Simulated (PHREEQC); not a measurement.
A column of 0.5 m (30 cells, dispersivity 0.04 m, 300 s a shift, diffusion coefficient 3e-10 m²/s) holds 0.0024 eq of the database's cation exchanger X per kg of pore water, first in equilibrium with 2.9 mmol/kgw LiCl, 4.7 mmol/kgw CaCl2, 3.9 mmol/kgw MgCl2 and 0.01 mmol/kgw HCl. It is flushed with 0.00073 mol/kgw MnCl2, 0.00072 mol/kgw CdCl2 and 1e-05 mol/kgw HCl, at 15 °C. Values are for the last cell. No CO2 enters from the air. Nothing may precipitate in this run.

The series has 31 steps of pore volumes, from 0 to 4.017.

Computed with PHREEQC (ion-association model, phreeqc.dat).

Problem. After how many pore volumes does Mn at the outlet first reach half of its feed value?

Solution. By 1.5 pore volumes.

Problem. After how many pore volumes does Cd at the outlet first reach half of its feed value?

Solution. By 2.0 pore volumes.

Species that the database lacks are ignored.
